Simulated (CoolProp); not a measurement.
A Linde-Hampson liquefier for CF4 (R14): isothermal reversible compression at 300 K from 1 atm to 30 MPa, throttling to 1 atm, return gas leaving the recuperator 0 K below the feed. Each further row changes one setting.

Computed with CoolProp (reference Helmholtz-energy equation of state, Platzer 1990). This equation is an older, rougher fit; its heat capacities, sound speeds and derivatives of the liquid may be far off and weren't checked against measurements.

```csv
case,liquid yield per pass,compression work (kJ/kg of gas)
as stated,[?],145
warm-end temperature 330 K,[?],[?]
warm-end gap 5 K,[?],145
```

Problem. Fill in the missing entries.

Solution. 
- as stated, liquid yield per pass: 0.293
- warm-end temperature 330 K, liquid yield per pass: 0.230
- warm-end temperature 330 K, compression work (kJ/kg of gas): 166
- warm-end gap 5 K, liquid yield per pass: 0.282
